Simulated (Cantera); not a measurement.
A freely propagating, adiabatic, planar premixed flame of 9.51 % CH4, 19.0 % O2, 71.5 % N2, equivalence ratio 1.0, unburnt at 375 K and 0.510 bar; mixture-averaged transport, grid criteria slope 0.08 and curve 0.16, no radiation.

Detailed kinetics in Cantera: GRI-Mech 3.0 (53 species, 325 reactions). Burning velocities carry a grid error of a few per cent, more on coarse grids.

Q: Predict: laminar burning velocity; thermal thickness; peak x(C2H2); peak x(HCO).

A: 
* **laminar burning velocity**: 66.9 cm/s
* **thermal thickness**: 0.696 mm
* **peak x(C2H2)**: 0.000104
* **peak x(HCO)**: 6.05e-5
